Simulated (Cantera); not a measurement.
Mixture: CH4 : O2 : N2 : H2O = 1 : 2.33 : 8.74 : 0.82 (molar parts), equivalence ratio 0.86, at 18.0 bar, adiabatic and at constant volume. Ignition delay is the time to a rise of 400 K.

Computed with Cantera and GRI-Mech 3.0 (53 species, 325 reactions). The pressure lies above the range GRI-Mech 3.0 was tuned for (to about 10 atm).

Task: What does this change do: 0.033 parts C2H6 added?

Result: 
| quantity | before | after |
|---|---|---|
| delay at 1023 K | 28.7 ms | 13.0 ms |
| delay at 1123 K | 6.08 ms | 3.00 ms |
| delay at 1223 K | 1.71 ms | 0.920 ms |
| delay at 1323 K | 0.573 ms | 0.330 ms |
| delay at 1423 K | 0.215 ms | 0.129 ms |
| delay at 1523 K | 86.5 µs | 53.0 µs |
| apparent activation energy between 1323 and 1523 K | 160 kJ/mol | 150 kJ/mol |

Task: What does this change do: N2 8.74 to 6.6 parts?

Result: 
```csv
quantity,before,after
delay at 1023 K,28.7 ms,23.7 ms
delay at 1123 K,6.08 ms,4.96 ms
delay at 1223 K,1.71 ms,1.37 ms
delay at 1323 K,0.573 ms,0.457 ms
delay at 1423 K,0.215 ms,0.171 ms
delay at 1523 K,86.5 µs,69.1 µs
apparent activation energy between 1323 and 1523 K,160 kJ/mol,160 kJ/mol
```

Task: What does this change do: O2 2.33 to 0.88 parts?

Result: 
```json
[
 {"quantity": "delay at 1023 K", "before": "28.7 ms", "after": "84.0 ms"},
 {"quantity": "delay at 1123 K", "before": "6.08 ms", "after": "20.9 ms"},
 {"quantity": "delay at 1223 K", "before": "1.71 ms", "after": "6.79 ms"},
 {"quantity": "delay at 1323 K", "before": "0.573 ms", "after": "2.52 ms"},
 {"quantity": "delay at 1423 K", "before": "0.215 ms", "after": "0.973 ms"},
 {"quantity": "delay at 1523 K", "before": "86.5 µs", "after": "0.372 ms"},
 {"quantity": "apparent activation energy between 1323 and 1523 K", "before": "160 kJ/mol", "after": "160 kJ/mol"}
]
```
